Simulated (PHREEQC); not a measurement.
Dissolve 13 mmol/kgw HF, 100 mmol/kgw (NH4)2SiF6, 57 mmol/kgw H3PO4 and 9.6 mmol/kgw HCl at 25 °C. Closed to the air; pH follows from the charge balance.

All values are PHREEQC results (ion-association model, phreeqc.dat), not measurements.

```json
[
 {"quantity": "pH", "before": "1.66", "after": "1.73"},
 {"quantity": "ionic strength (mol/kgw)", "before": "0.328", "after": "0.323"},
 {"quantity": "H3PO4 (mol/kgw)", "before": "0.0389", "after": "0.0411"},
 {"quantity": "H2PO4- (mol/kgw)", "before": "0.0181", "after": "0.0159"},
 {"quantity": "HF (mol/kgw)", "before": "0.0124", "after": "0.0181"},
 {"quantity": "F- (mol/kgw)", "before": "0.000608", "after": "0.000551"},
 {"quantity": "SI of Quartz (SiO2)", "before": "-0.83", "after": "+0.54"}
]
```

Which change was made?
A. (NH4)2SiF6 from 0.1 to 0.11 mol/kgw
B. temperature from 25 to 20 °C
C. HF left out
D. diluted 10-fold with water
E. temperature from 25 to 60 °C

E, temperature from 25 to 60 °C

No solid was allowed to form. Some of these states are supersaturated (in Quartz (slow to form), Chalcedony (slow to form), for instance). Constants without temperature data keep their 25 °C values here. SiF6-2 is the database's only silicon fluoride.
